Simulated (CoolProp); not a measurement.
The fluid at 272.34 K and 0.17 MPa (liquid) is heated at constant pressure to 296.1 K. The same conditions are run with several fluids, on thermodynamics alone (safety and materials aside).

Values from CoolProp's reference Helmholtz-energy equation of state of each fluid (n-undecane: Aleksandrov 2011; ethylbenzene: Zhou 2012; n-hexane: Thol 2019; R11: Jacobsen 1992; R21: Platzer 1990). The equations of Platzer and Polt are older, rougher fits.

```csv
fluid,heat (kJ/kg),final density (kg/m³)
n-undecane,…,…
ethylbenzene,…,864
n-hexane,…,657
R11,…,…
R21,24.5,…
```

Fill in the missing entries.


- n-undecane, heat (kJ/kg): 51.6
- n-undecane, final density (kg/m³): 738
- ethylbenzene, heat (kJ/kg): 40.5
- n-hexane, heat (kJ/kg): 52.7
- R11, heat (kJ/kg): 20.6
- R11, final density (kg/m³): 1480
- R21, final density (kg/m³): 1370
